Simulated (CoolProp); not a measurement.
Vapour-liquid equilibrium of CHF3 (R23) (1) + n-butane (2) at 264.6 K; x and y are mole fractions of (1).

The numbers come from the multi-fluid Helmholtz-energy mixture model, Penoncello 2003 and Bücker 2006; pair parameters Bell 2016 in CoolProp.

| x | bubble pressure (MPa) | y at the bubble point | dew pressure at overall composition x (MPa) | liquid density (mol/L) |
|---|---|---|---|---|
| 0.05 | 0.4123 | 0.812 | 0.07780 | 10.68 |
| 0.15 | 0.9499 | 0.912 | 0.08721 | 11.08 |
| 0.25 | 1.293 | 0.932 | 0.09914 | 11.48 |
| 0.35 | 1.472 | 0.940 | 0.1148 | 11.88 |
| 0.45 | 1.547 | 0.942 | 0.1361 | 12.30 |
| 0.55 | 1.577 | 0.944 | 0.1671 | 12.74 |
| 0.65 | 1.605 | 0.945 | 0.2162 | 13.21 |
| 0.75 | 1.658 | 0.950 | 0.3063 | 13.73 |
| 0.85 | 1.748 | 0.960 | 0.5259 | 14.35 |
| 0.95 | 1.883 | 0.982 | 1.661 | 15.16 |

No azeotrope shows between x = 0.05 and 0.95.

The pair parameters rest on a limited set of measurements; away from them the model extrapolates. With so large a gap from Raoult's law the liquid may split in two, which this calculation doesn't test in full.
